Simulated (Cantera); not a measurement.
Chlorosilane synthesis and conversion: SiCl4 + H2

A closed system holds: 1 mol SiCl4, 1.6 mol H2, held at 0.100 bar.

Method: chemical equilibrium by Gibbs-energy minimisation in Cantera with the NASA 1993 tables (ideal gas, pure condensed phases). Candidate condensed phases: Si; 19 gas species. The tables' values for SiCl3 are old estimates; treat these amounts as uncertain. The numbers say what is thermodynamically allowed, not how fast it happens.

```
T (K)   x H2  x SiCl4    x HCl  x SiHCl3   x SiCl3   x SiCl2  x SiH2Cl2
-----  -----  -------  -------  --------  --------  --------  ---------
650    0.611    0.380  0.00435   0.00434   2.92e-7  1.45e-10    2.88e-6
700    0.609    0.378  0.00686   0.00685   1.91e-6   3.19e-9    8.16e-6
750    0.605    0.374   0.0102    0.0101   9.69e-6   4.63e-8    2.00e-5
800    0.601    0.370   0.0143    0.0141   3.99e-5   4.77e-7    4.35e-5
850    0.596    0.366   0.0192    0.0189  0.000138   3.71e-6    8.56e-5
900    0.591    0.360   0.0250    0.0242  0.000414   2.27e-5   0.000154
950    0.584    0.353   0.0317    0.0298   0.00109  0.000113   0.000256
1000   0.576    0.345   0.0396    0.0354   0.00256  0.000461   0.000391
1050   0.568    0.336   0.0495    0.0399   0.00538   0.00156   0.000542
1100   0.556    0.323   0.0625    0.0424    0.0101   0.00435   0.000668
1150   0.542    0.308   0.0804    0.0421    0.0168    0.0100   0.000724
```
x: gas mole fraction; nothing condenses.

From 650 K to 1150 K nothing is condensed. The main Si-bearing gas is SiCl4 throughout.
